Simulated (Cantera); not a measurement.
What does this Cantera script print?

```python
import numpy as np
import cantera as ct

gas_names = """
    N NO NO2 NO3 N2 N2O O O2 O3 Si SiN SiO SiO2 Si2 Si2N Si3
""".split()
cond_names = """
    Si(cr) Si(L) SiO2(Lqz) SiO2(hqz) SiO2(L) Si2N2O(s) Si3N4(a)
""".split()


# ... load() reads the species with a 1 bar reference pressure and builds the phases ...
atoms = {
    'Si': {'Si': 1},
    'O2': {'O': 2},
    'N2': {'N': 2},
}
top_T = {'Si2N2O(s)': 2100, 'Si3N4(a)': 2400}  # K; cautious upper limits of use, not melting points


# ... equilibrate(T, P, feed) seeds the gas with the atoms and calls Mixture.equilibrate('TP', solver="vcs", rtol=1e-11, max_steps=5000) ...
results = []
T = 1673  # K
P = 66  # Pa
for m in [0.19, 0.27, 0.39, 0.55, 0.78, 1.1, 1.6]:
    feed = {'Si': 1, 'O2': m, 'N2': 220}  # mol
    mix = equilibrate(T, P, feed)
    results.append((T, P, feed, dict(zip(mix.species_names, mix.species_moles))))
    x = sorted(zip(gas.X, gas.species_names), reverse=True)
    print(f"T = {T:g} K  P = {P:g} Pa  n(O2) = {m:g} mol  gas = {mix.phase_moles(0):.4g} mol")
    print("   x: " + "  ".join(f"{s} {v:.3e}" for v, s in x if v > 0.0001))
    print("   condensed (mol): " + ("  ".join(f"{mix.phase(i).name} {mix.phase_moles(i):.4g}"
          for i in range(1, mix.n_phases) if mix.phase_moles(i) > 1e-12) or "none"))
```

Result:

```
T = 1673 K  P = 66 Pa  n(O2) = 0.19 mol  gas = 220.5 mol
   x: N2 9.976e-01  SiO 1.723e-03  Si 6.330e-04
   condensed (mol): Si(cr) 0.468
T = 1673 K  P = 66 Pa  n(O2) = 0.27 mol  gas = 220.7 mol
   x: N2 9.969e-01  SiO 2.447e-03  Si 6.330e-04
   condensed (mol): Si(cr) 0.3079
T = 1673 K  P = 66 Pa  n(O2) = 0.39 mol  gas = 220.9 mol
   x: N2 9.958e-01  SiO 3.531e-03  Si 6.330e-04
   condensed (mol): Si(cr) 0.06775
T = 1673 K  P = 66 Pa  n(O2) = 0.55 mol  gas = 220.9 mol
   x: N2 9.959e-01  SiO 4.074e-03
   condensed (mol): SiO2(hqz) 0.09985
T = 1673 K  P = 66 Pa  n(O2) = 0.78 mol  gas = 220.4 mol
   x: N2 9.980e-01  SiO 1.997e-03
   condensed (mol): SiO2(hqz) 0.5598
T = 1673 K  P = 66 Pa  n(O2) = 1.1 mol  gas = 220.1 mol
   x: N2 9.995e-01  O2 3.822e-04  NO 1.256e-04
   condensed (mol): SiO2(hqz) 0.9984
T = 1673 K  P = 66 Pa  n(O2) = 1.6 mol  gas = 220.6 mol
   x: N2 9.971e-01  O2 2.527e-03  NO 3.224e-04
   condensed (mol): SiO2(hqz) 0.9993
```

Equilibrium computed with Cantera from the NASA thermochemical tables; the gas is ideal and each condensed phase is pure. The tables' values for SiN are old estimates; treat these amounts as uncertain. The tables hold silica as quartz up to 1696 K and as liquid above; real silica turns to tridymite and cristobalite and melts near 1996 K.
